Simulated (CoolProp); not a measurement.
Vapour-liquid equilibrium of n-hexane (1) + dimethyl carbonate (2) at 0.448 MPa; x and y are mole fractions of (1).

The numbers come from the multi-fluid Helmholtz-energy mixture model, Thol 2019 and Zhou 2011; pair parameters Bell 2016 in CoolProp.

```json
[
 {"x": "0.05", "bubble temperature (K)": "411.7", "y at the bubble point": "0.171", "dew temperature at overall composition x (K)": "416.4", "liquid density (mol/L)": "9.705"},
 {"x": "0.15", "bubble temperature (K)": "403.6", "y at the bubble point": "0.365", "dew temperature at overall composition x (K)": "412.5", "liquid density (mol/L)": "9.283"},
 {"x": "0.25", "bubble temperature (K)": "399.2", "y at the bubble point": "0.467", "dew temperature at overall composition x (K)": "408.5", "liquid density (mol/L)": "8.846"},
 {"x": "0.35", "bubble temperature (K)": "396.8", "y at the bubble point": "0.532", "dew temperature at overall composition x (K)": "404.2", "liquid density (mol/L)": "8.426"},
 {"x": "0.45", "bubble temperature (K)": "395.3", "y at the bubble point": "0.581", "dew temperature at overall composition x (K)": "400.0", "liquid density (mol/L)": "8.036"},
 {"x": "0.55", "bubble temperature (K)": "394.4", "y at the bubble point": "0.626", "dew temperature at overall composition x (K)": "396.2", "liquid density (mol/L)": "7.679"},
 {"x": "0.65", "bubble temperature (K)": "393.9", "y at the bubble point": "0.674", "dew temperature at overall composition x (K)": "394.1", "liquid density (mol/L)": "7.356"},
 {"x": "0.75", "bubble temperature (K)": "393.9", "y at the bubble point": "0.732", "dew temperature at overall composition x (K)": "394.0", "liquid density (mol/L)": "7.062"},
 {"x": "0.85", "bubble temperature (K)": "394.6", "y at the bubble point": "0.810", "dew temperature at overall composition x (K)": "395.2", "liquid density (mol/L)": "6.792"},
 {"x": "0.95", "bubble temperature (K)": "396.5", "y at the bubble point": "0.923", "dew temperature at overall composition x (K)": "397.1", "liquid density (mol/L)": "6.536"}
]
```

y crosses x between x = 0.65 and 0.75: the model has an azeotrope there.

Pair parameters are fitted to limited data, so mixtures are less certain than the pure fluids.
